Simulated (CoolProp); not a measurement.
A closed Brayton cycle with carbon dioxide: compressor inlet 328.15 K and 7.9 MPa, high pressure 19.8 MPa, turbine inlet 955 K, compressor efficiency 0.8, turbine efficiency 0.85, recuperator effectiveness 0.9 (on enthalpy, no pinch check). Each further row changes one setting.

Computed with CoolProp (reference Helmholtz-energy equation of state, Span 1996).

```csv
case,thermal efficiency (%),net work (kJ/kg),compressor to turbine work,compressor exit (K),turbine exit (K)
as stated,32.6,81.2,0.39,410.3,841.0
turbine inlet 905 K,31.3,73.7,0.42,410.3,794.9
compressor inlet 338.15 K,31.5,75.6,0.44,425.0,841.0
high pressure 16.8 MPa,31.1,69.3,0.38,395.1,860.8
recuperator effectiveness 0.5,18.1,81.2,0.39,410.3,841.0
```
